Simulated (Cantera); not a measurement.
Mixture: 9.12 % CH4, 0.319 % C2H6, 0.301 % C3H8, 19.0 % O2, 71.3 % N2, equivalence ratio 1.1, at 280000 Pa, adiabatic and at constant pressure. Ignition delay is the time to a rise of 400 K.

Computed with Cantera and GRI-Mech 3.0 (53 species, 325 reactions).

**Question.** Predict: delay at 1250 K; delay at 1350 K; delay at 1450 K; delay at 1550 K; delay at 1650 K; delay at 1750 K; apparent activation energy between 1550 and 1750 K.

**Answer.** 
| Property | Value |
|---|---|
| delay at 1250 K | 3.14 ms |
| delay at 1350 K | 0.831 ms |
| delay at 1450 K | 0.258 ms |
| delay at 1550 K | 95.8 µs |
| delay at 1650 K | 42.4 µs |
| delay at 1750 K | 21.9 µs |
| apparent activation energy between 1550 and 1750 K | 170 kJ/mol |
